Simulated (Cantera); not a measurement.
Input: 1 mol Al, 16 mol HCl, 2.5 mol N₂, at 7500 Pa.

Equilibrium computed with Cantera from the NASA thermochemical tables; the gas is ideal and each condensed phase is pure. Candidate condensed phases: Al, AlCl₃, AlN, NH₄Cl; 20 gas species. Kinetics and transport are ignored.

Task: At 402 °C, list the 5 most abundant gas species with their mole fractions, and the condensed phases.

Result: HCl 0.729, N₂ 0.140, H₂ 0.0841, AlCl₃ 0.0370, Al₂Cl₆ 0.00955. Condensed: gas only.
